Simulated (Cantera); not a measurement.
A closed system holds: 1 mol Si2Cl6, 0.15 mol HCl, 690 mol H2, at 702 °C and 1130 Torr.

Cantera equilibrium calculation (NASA polynomials, part measured and part estimated; ideal gas, pure solids and liquids). Candidate condensed phases: Si; 19 gas species. The feed counts by its element totals alone. The tables' values for SiCl3 are old estimates; treat these amounts as uncertain. Equilibrium is a limit: real reactors are often held back by kinetics, nucleation or transport.

Base state: H2 0.996, HCl 0.00235, SiHCl3 0.00125, SiCl4 0.000518, SiH2Cl2 0.000317, SiH3Cl 2.03e-5, SiCl3 1.28e-5 (mole fractions); condensed: Si(s).

Q: What changes in the equilibrium state with this change: temperature from 702 °C to 1300 °C?

A: 
```
species       before     after
----------  --------  --------
H2             0.996     0.991
HCl          0.00235   0.00836
SiCl2        8.98e-6  0.000238
SiHCl3       0.00125   2.64e-6
H              <1e-9   3.31e-5
SiCl4       0.000518   1.68e-7
SiH2Cl2     0.000317   6.86e-6
Si(s), mol     0.527      1.82
```

Q: What changes in the equilibrium state with this change: temperature from 702 °C to 900 °C?

A: 
```json
[
 {"species": "H2", "before": "0.996", "after": "0.992"},
 {"species": "HCl", "before": "0.00235", "after": "0.00678"},
 {"species": "SiHCl3", "before": "0.00125", "after": "0.000350"},
 {"species": "SiCl2", "before": "8.98e-6", "after": "0.000105"},
 {"species": "SiCl4", "before": "0.000518", "after": "0.000103"},
 {"species": "SiCl3", "before": "1.28e-5", "after": "3.31e-5"},
 {"species": "SiH2Cl2", "before": "0.000317", "after": "0.000153"},
 {"species": "Si(s), mol", "before": "0.527", "after": "1.47"}
]
```
